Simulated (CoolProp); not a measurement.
Vapour-liquid equilibrium of carbon dioxide (1) + R152A (2) at 267.2 K; x and y are mole fractions of (1).

Model: multi-fluid Helmholtz-energy mixture model, Span 1996 and Outcalt 1996; pair parameters Bell 2016, in CoolProp.

Task: Give the bubble pressure and the first vapour's composition at x = 0.35, 0.725, 0.8. Is there an azeotrope?

Result: x = 0.35: 10.92 bar, y = 0.842; x = 0.725: 20.90 bar, y = 0.952; x = 0.8: 23.09 bar, y = 0.966. No azeotrope shows between x = 0.05 and 0.95.

The pair parameters rest on a limited set of measurements; away from them the model extrapolates.
